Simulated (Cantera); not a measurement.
A perfectly stirred reactor is fed with 39.5 % H2, 23.3 % O2, 37.2 % N2, equivalence ratio 0.85, at 1.00 bar; it is held at 1225 K, and followed from long to short residence time.

Computed with Cantera and GRI-Mech 3.0 (53 species, 325 reactions). The temperature is held fixed by assumption; the heat of reaction is taken as removed at once.

**Question.** Predict: x(H2) at τ = 8.60 s; x(O2) at τ = 8.60 s; x(OH) at τ = 8.60 s; x(H) at τ = 8.60 s; x(H2O) at τ = 8.60 s; x(H2) at τ = 55.0 ms; x(O2) at τ = 55.0 ms; x(OH) at τ = 55.0 ms; x(H) at τ = 55.0 ms; x(H2O) at τ = 55.0 ms.

**Answer.** 
* **x(H2) at τ = 8.60 s**: 0.000180
* **x(O2) at τ = 8.60 s**: 0.0436
* **x(OH) at τ = 8.60 s**: 2.09e-5
* **x(H) at τ = 8.60 s**: 3.03e-7
* **x(H2O) at τ = 8.60 s**: 0.493
* **x(H2) at τ = 55.0 ms**: 0.00331
* **x(O2) at τ = 55.0 ms**: 0.0450
* **x(OH) at τ = 55.0 ms**: 0.000165
* **x(H) at τ = 55.0 ms**: 3.88e-5
* **x(H2O) at τ = 55.0 ms**: 0.488
